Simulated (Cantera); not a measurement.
Feed: 1 mol SiH2Cl2, 0.02 mol C2H2, 290 mol H2, equilibrated at 10000 Pa.

Cantera equilibrium calculation (NASA polynomials, part measured and part estimated; ideal gas, pure solids and liquids). Candidate condensed phases: C, C6H6, C7H8, C8H18, Si, SiC; 109 gas species. Mutual solubility and eutectic melting of coexisting phases are not modelled. The tables' values for SiCl are old estimates; treat these amounts as uncertain. Gases not in the tables: Si2H6 and higher silanes. The numbers say what is thermodynamically allowed, not how fast it happens.

Q: At 1850 °C, list the 4 most abundant gas species with their mole fractions, and the condensed phases.

A: H2 0.980, H 0.0112, HCl 0.00650, Si 0.00170. Condensed: Si(l) + SiC(s).
